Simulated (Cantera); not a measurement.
Input (Python, Cantera) and output of one run.

```python
import numpy as np
import cantera as ct

gas_names = """
    H HNO HNO2 HNO3 HO2 H2 H2O H2O2 N NH NH2 NH3 NH2OH NO NO2 NO3 N2 N2H2 N2H4 N2O O OH O2 O3
""".split()
cond_names = """
    H2O(s) H2O(L)
""".split()


# ... load() reads the species with a 1 bar reference pressure and builds the phases ...
atoms = {
    'N2O': {'N': 2, 'O': 1},
    'H2O': {'H': 2, 'O': 1},
    'O2': {'O': 2},
}
top_T = {}  # K; cautious upper limits of use, not melting points


# ... equilibrate(T, P, feed) seeds the gas with the atoms and calls Mixture.equilibrate('TP', solver="vcs", rtol=1e-11, max_steps=5000) ...
results = []
feed = {'N2O': 1, 'H2O': 0.22, 'O2': 0.37}  # mol
T = 2848  # K
P = 4500000  # Pa
mix = equilibrate(T, P, feed)
results.append((T, P, feed, dict(zip(mix.species_names, mix.species_moles))))
print(gas.report(threshold=0.001))
for i in range(1, mix.n_phases):
    print(f"{mix.phase(i).name:16s} {mix.phase_moles(i):12.5e} mol")
```

Result:

```
       temperature   2848 K
          pressure   4.5e+06 Pa
           density   5.3978 kg/m^3
  mean mol. weight   28.404 kg/kmol
   phase of matter   gas

                          1 kg             1 kmol
                     ---------------   ---------------
          enthalpy         2.633e+06        7.4787e+07  J
   internal energy        1.7993e+06        5.1108e+07  J
           entropy            8874.6        2.5208e+05  J/K
    Gibbs function       -2.2642e+07       -6.4313e+08  J
 heat capacity c_p            1401.1             39796  J/K
 heat capacity c_v            1108.4             31482  J/K

                      mass frac. Y      mole frac. X     chem. pot. / RT
                     ---------------   ---------------   ---------------
               H2O          0.060498          0.095386           -37.892
                NO           0.04273          0.040449           -26.199
                N2           0.44826            0.4545           -25.171
                 O         0.0034101         0.0060542           -13.613
                OH         0.0098604          0.016468           -25.753
                O2           0.43461            0.3858           -27.227
     [  +18 minor]        0.00063521         0.0013478
```

Method: chemical equilibrium by Gibbs-energy minimisation in Cantera with the NASA 1993 tables (ideal gas, pure condensed phases). The ideal-gas law is rough above about 30 bar.
